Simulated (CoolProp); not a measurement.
Aqueous magnesium chloride as a coolant, at 30 °C, 1 atm.

The numbers come from the Melinder's fits for secondary coolants in CoolProp.

```json
[
 {"mass %": "3.7", "freezing point (°C)": "-2.2", "viscosity (mPa s)": "0.943", "Prandtl number": "?", "conductivity (W/(m K))": "0.606", "density (kg/m³)": "1026"},
 {"mass %": "5.8", "freezing point (°C)": "-3.6", "viscosity (mPa s)": "0.973", "Prandtl number": "6.23", "conductivity (W/(m K))": "0.602", "density (kg/m³)": "1044"},
 {"mass %": "7.9", "freezing point (°C)": "-5.6", "viscosity (mPa s)": "1.03", "Prandtl number": "6.46", "conductivity (W/(m K))": "0.598", "density (kg/m³)": "1062"},
 {"mass %": "10", "freezing point (°C)": "-8.3", "viscosity (mPa s)": "1.14", "Prandtl number": "6.94", "conductivity (W/(m K))": "0.593", "density (kg/m³)": "1080"},
 {"mass %": "12.1", "freezing point (°C)": "-11.5", "viscosity (mPa s)": "1.27", "Prandtl number": "7.60", "conductivity (W/(m K))": "0.588", "density (kg/m³)": "1098"},
 {"mass %": "14.2", "freezing point (°C)": "-15.2", "viscosity (mPa s)": "1.42", "Prandtl number": "8.29", "conductivity (W/(m K))": "0.582", "density (kg/m³)": "1117"},
 {"mass %": "16.3", "freezing point (°C)": "-19.5", "viscosity (mPa s)": "1.55", "Prandtl number": "8.93", "conductivity (W/(m K))": "0.576", "density (kg/m³)": "1136"},
 {"mass %": "18.4", "freezing point (°C)": "-24.3", "viscosity (mPa s)": "?", "Prandtl number": "9.68", "conductivity (W/(m K))": "?", "density (kg/m³)": "1155"},
 {"mass %": "20.5", "freezing point (°C)": "-30.2", "viscosity (mPa s)": "2.05", "Prandtl number": "11.3", "conductivity (W/(m K))": "0.563", "density (kg/m³)": "1176"},
 {"mass %": "22.6", "freezing point (°C)": "-37.9", "viscosity (mPa s)": "3.03", "Prandtl number": "16.4", "conductivity (W/(m K))": "0.556", "density (kg/m³)": "1197"},
 {"mass %": "24.7", "freezing point (°C)": "-48.4", "viscosity (mPa s)": "6.93", "Prandtl number": "36.7", "conductivity (W/(m K))": "0.548", "density (kg/m³)": "1220"},
 {"mass %": "26.8", "freezing point (°C)": "-63.3", "viscosity (mPa s)": "34.2", "Prandtl number": "176", "conductivity (W/(m K))": "0.538", "density (kg/m³)": "1245"}
]
```

**Question.** What belongs in the gaps?

**Answer.** 
- 3.7, Prandtl number: 6.19
- 18.4, viscosity (mPa s): 1.72
- 18.4, conductivity (W/(m K)): 0.569
